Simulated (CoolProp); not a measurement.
Vapour pressure (MPa) of CH3F (R41): the reference equation beside estimates from Tc = 317.3 K, pc = 5.906 MPa, ω = 0.200. Clausius-Clapeyron is anchored at 253.3 K with a constant enthalpy of vaporisation of 13.10 kJ/mol.

The numbers come from the reference Helmholtz-energy equation of state, Lemmon 2006 in CoolProp. It is a short technical equation, of lower accuracy than the large ones.

```tsv
T (K)	reference	Clausius-Clapeyron	van der Waals	Redlich-Kwong	Soave-Redlich-Kwong	Peng-Robinson
243.9	0.8414	0.8997	1.878	1.086	0.8555	0.8466
248.6	0.9838	1.017	___	1.251	1.003	0.9915
253.3	1.143	1.143	2.243	1.431	___	1.154
258	1.322	1.281	2.441	1.629	1.352	1.336
262.8	1.524	1.432	2.654	1.850	1.562	1.543
267.5	1.745	1.591	___	2.086	1.790	___
272.2	1.988	1.761	___	2.340	2.041	2.016
276.9	2.256	1.943	3.346	2.615	2.316	2.289
281.6	2.550	2.136	3.599	2.911	2.618	2.589
```

### Question
Complete the blanks.

### Answer

- 248.6, van der Waals: 2.055
- 253.3, Soave-Redlich-Kwong: 1.168
- 267.5, van der Waals: 2.874
- 267.5, Peng-Robinson: 1.768
- 272.2, van der Waals: 3.104

Absolute difference from the reference over all 9 rows, mean and median: Clausius-Clapeyron 7.8 and 6.9 %, van der Waals 77.5 and 74.1 %, Redlich-Kwong 21.5 and 21.4 %, Soave-Redlich-Kwong 2.3 and 2.5 %, Peng-Robinson 1.2 and 1.2 %.
